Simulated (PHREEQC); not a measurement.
Na2CO3 is added in steps, without added water, to 1 kg of water holding 0.059 mol/kgw Cu(NO3)2, 0.00046 mol/kgw H2SO4 and 0.00012 mol/kgw Na2SO4, at 25 °C. O2 is buffered at 0.21 atm. No CO2 enters from the air. Only these solids could form: Cu(OH)2, Malachite, Brochantite, Antlerite, Cu2(OH)3NO3, Mirabilite, Chalcanthite, Nahcolite, Natron.

Base run: PHREEQC, ion-association model, wateq4f.dat. Each further column changes one thing. The table gives pH.

```csv
Na2CO3 added (mol),base,Davies equation for every ion,metal-ligand complexes left out,all activity coefficients set to 1
0,3.14,3.16,3.14,(withheld)
0.01125,4.33,4.35,4.32,(withheld)
0.0225,4.31,4.33,4.30,4.09
0.03375,4.34,4.36,4.33,(withheld)
0.045,4.43,4.45,4.42,(withheld)
0.05625,4.72,4.73,4.70,(withheld)
0.0675,6.08,6.07,6.09,6.19
0.0825,7.01,7.01,7.04,7.13
0.09375,8.55,8.55,8.83,8.62
0.105,9.06,9.06,9.35,(withheld)
0.1163,9.27,9.27,9.57,9.35
0.1275,9.41,9.41,9.71,(withheld)
0.1388,9.50,9.51,9.81,9.57
0.15,9.57,9.58,9.89,9.65
```

Q: What belongs in the gaps?

A: 
- 0, all activity coefficients set to 1: 3.04
- 0.01125, all activity coefficients set to 1: 4.11
- 0.03375, all activity coefficients set to 1: 4.13
- 0.045, all activity coefficients set to 1: 4.23
- 0.05625, all activity coefficients set to 1: 4.53
- 0.105, all activity coefficients set to 1: 9.13
- 0.1275, all activity coefficients set to 1: 9.48

The database's constant for dissolved Cu(OH)2 is higher than later reviews accept.
